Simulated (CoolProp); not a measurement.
Model: reference Helmholtz-energy equation of state, Colonna 2008, in CoolProp. It is a short technical equation, of lower accuracy than the large ones.

Question: For dodecamethylcyclohexasiloxane (D6), give the phase and the cv (kJ/(kg K)), speed of sound (m/s), isothermal compressibility (1/MPa), fugacity coefficient at 425.9 K and 43.7 kPa.

Answer: 
- 425.9 K and 43.7 kPa: liquid; cv 1.66, speed of sound 467, isothermal compressibility 0.00615, fugacity coefficient 0.164
